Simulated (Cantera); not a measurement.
A perfectly stirred reactor is fed with CH4 : O2 : N2 : H2O = 1 : 2 : 7.52 : 1.2 (molar parts), equivalence ratio 1.0, at 6.91 atm; it is adiabatic with a 773 K inlet, and is followed from long to short residence time, starting on the burning branch (τ in s: 0.49, 0.17, 0.059, 0.02, 0.007, 0.0024, 0.00083, 0.00028, 9.8e-05, 3.4e-05).

Cantera simulation using GRI-Mech 3.0 (53 species, 325 reactions); the numbers are that mechanism's predictions, not measurements.

One state of this run: T (K) = 2321; x CH4 = 4.79e-5; x O2 = 0.00804; x H2O = 0.260; x HCO = 3.60e-7; x C2H4 = 4.35e-8; x OH = 0.00491. x: mole fraction; the columns are a selection and need not sum to one.

Question: Which value of τ (s) does it belong to?
A) 0.020
B) 3.4e-5
C) 0.00028
D) 0.00083

Answer: D, 0.00083
